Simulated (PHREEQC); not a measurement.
PHREEQC input (ion-association model, wateq4f.dat):

```
SOLUTION_MASTER_SPECIES
  An  An-  0  An  62.0  # stands for a non-complexing anion
SOLUTION_SPECIES
  An- = An-
    -log_k 0
    -gamma 3.0 0
PHASES
  Fix_H+
    H+ = H+
    -log_k 0
SOLUTION 1
  temp 25
  units mmol/kgw
  pH 7 charge
  Cl 0.32
  Mg 0.16
  Na 100
  An 100
END
SELECTED_OUTPUT 1
  -reset false
  -pH true
  -pe true
  -ionic_strength true
  -water true
  -totals Cl Mg Na
  -molalities Hfo_wOH Hfo_wOH2+ Hfo_wO- Hfo_sOH Hfo_sOH2+ Hfo_sO- Hfo_wOMg+
  -saturation_indices Brucite Halite
USER_PUNCH 1
  -headings sigma psi
  10 PUNCH EDL("sigma", "Hfo"), EDL("psi", "Hfo")
PRINT
  -reset false
USE solution 1
SURFACE 1
  Hfo_wOH 0.00188764 600 0.84
  Hfo_sOH 4.7191e-05
EQUILIBRIUM_PHASES 1
  Fix_H+ -4 HAn 10
    -force_equality true
  O2(g) -0.68 10
END
# ... the last block is repeated for the other 16 points of pH, with NaOH or the acid as the point needs
```

Selected output (columns that matter, 17 of 17 rows; pH added in front):

```
pH	mu	Cl	Mg	Na	m_Hfo_wOH	m_Hfo_wOH2+	m_Hfo_wO-	m_Hfo_sOH	m_Hfo_sOH2+	m_Hfo_sO-	si_Brucite	si_Halite	sigma	psi
4	0.10144	0.00032	0.00016	0.1	0.00024968	0.0016371	8.7233e-07	6.2419e-06	4.0927e-05	2.1808e-08	-13.031	-6.3011	0.32109	0.14631
4.5	0.10123	0.00032	0.00016	0.1	0.00048863	0.0013951	3.9207e-06	1.2216e-05	3.4877e-05	9.8016e-08	-12.031	-6.301	0.27301	0.13809
5	0.10105	0.00032	0.00016	0.1	0.00076734	0.0011081	1.2173e-05	1.9183e-05	2.7703e-05	3.0431e-07	-11.031	-6.3009	0.21507	0.12603
5.5	0.1009	0.00032	0.00015999	0.1	0.0010199	0.00083931	2.8393e-05	2.5498e-05	2.0983e-05	7.0983e-07	-10.03	-6.3007	0.15914	0.1109
6	0.10077	0.00032	0.00015995	0.1	0.0012109	0.00062275	5.3939e-05	3.0273e-05	1.5569e-05	1.3485e-06	-9.0304	-6.3006	0.11163	0.093395
6.5	0.10067	0.00032	0.00015961	0.1	0.001335	0.00046434	8.7926e-05	3.3381e-05	1.1611e-05	2.1986e-06	-8.0312	-6.3006	0.073943	0.073865
7	0.10059	0.00032	0.00015709	0.1	0.0014033	0.00035403	0.00012742	3.5136e-05	8.8644e-06	3.1905e-06	-7.0381	-6.3005	0.045029	0.052537
7.5	0.10048	0.00032	0.00014014	0.1	0.0014252	0.00027067	0.00017192	3.6009e-05	6.8386e-06	4.3436e-06	-6.0875	-6.3004	0.023185	0.030255
8	0.10038	0.00032	8.0398e-05	0.10013	0.0013862	0.00018913	0.00023274	3.618e-05	4.9363e-06	6.0748e-06	-5.3288	-6.2998	0.0066712	0.009173
8.5	0.10037	0.00032	2.075e-05	0.10033	0.0013124	0.00012823	0.00030772	3.5424e-05	3.4612e-06	8.3056e-06	-4.9172	-6.2989	-0.0086307	-0.011827
9	0.10041	0.00032	3.1965e-06	0.10047	0.0012535	9.3862e-05	0.00038348	3.4176e-05	2.5591e-06	1.0456e-05	-4.7301	-6.2984	-0.026941	-0.034569
9.5	0.10049	0.00032	4.5693e-07	0.10062	0.0011831	6.7088e-05	0.00047793	3.2307e-05	1.8321e-06	1.3051e-05	-4.5768	-6.2977	-0.050261	-0.057005
10	0.10066	0.00032	7.162e-08	0.10087	0.001075	4.3459e-05	0.0006092	2.9364e-05	1.187e-06	1.664e-05	-4.3871	-6.2968	-0.080655	-0.077888
10.5	0.10104	0.00031999	1.3306e-08	0.10136	0.00091505	2.4335e-05	0.00078824	2.4995e-05	6.6472e-07	2.1531e-05	-4.1352	-6.295	-0.11962	-0.096708
11	0.10207	0.00031999	3.2676e-09	0.1025	0.00070157	1.111e-05	0.0010149	1.9163e-05	3.0347e-07	2.7723e-05	-3.7946	-6.2909	-0.16681	-0.11297
11.5	0.10505	0.00031999	1.298e-09	0.10562	0.00045575	3.7523e-06	0.0012681	1.2449e-05	1.025e-07	3.4638e-05	-3.3233	-6.28	-0.21805	-0.12574
12	0.11428	0.00031999	1.1047e-09	0.11497	0.00022844	7.979e-07	0.0014983	6.24e-06	2.1795e-08	4.0928e-05	-2.6512	-6.2495	-0.26392	-0.13329
```
